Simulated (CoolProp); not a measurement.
The fluid at 298.15 K and 7.75 MPa flows at 0.15 m/s in a round tube of 12.7 mm bore and 1.5 µm roughness, fully developed (64/Re and Nu = 3.66 if laminar; Colebrook and Gnielinski if turbulent). The same conditions are run with several fluids, on thermodynamics alone (safety and materials aside).

Computed with CoolProp (reference Helmholtz-energy equation of state of each fluid (propylene: Lemmon 2013; R141b: Lemmon 2006; ammonia: Gao 2020; R22: Kamei 1995)).

| fluid | Reynolds number | Darcy friction factor | pressure drop (Pa/m) | heat-transfer coefficient (W/(m² K)) | mass flow (kg/h) |
|---|---|---|---|---|---|
| propylene | 9450 | 0.0315 | 14.7 | 443 | 35.9 |
| R141b | 5370 | 0.0368 | 40.7 | 287 | 85.4 |
| ammonia | 8450 | 0.0325 | 17.5 | 1330 | 41.7 |
| R22 | 16300 | 0.0275 | 29.9 | 503 | 83.9 |

Transport values come from each fluid's own correlations; those of propylene, R141b, R22 are estimates that may be off by 10 % or more.
